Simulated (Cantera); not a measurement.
Input: 1 mol borazine, 9.2 mol N2, 3.9 mol NH3, at 1423 K and 0.540 bar.

Method: chemical equilibrium by Gibbs-energy minimisation in Cantera with the NASA 1993 tables (ideal gas, pure condensed phases). Candidate condensed phases: B, BN; 15 gas species. The feed counts by its element totals alone. The numbers say what is thermodynamically allowed, not how fast it happens.

Base state: N2 0.557, H2 0.442 (mole fractions); condensed: BN(s).

What changes in the equilibrium state with this change: borazine replaced by B2O3?


```tsv
species	before	after
N2	0.557	0.655
H2	0.442	0.342
H2O	0	0.00195
HBO2	0	0.000708
HBO	0	4.10e-5
BN(s), mol	3.00	0.0259
B2O3(l), mol	0	0.981
```
Mutual solubility and eutectic melting of coexisting phases are not modelled. Gases not in the tables: H3BO3. Further candidate phases: B2O3, B3O3H3, H2O.
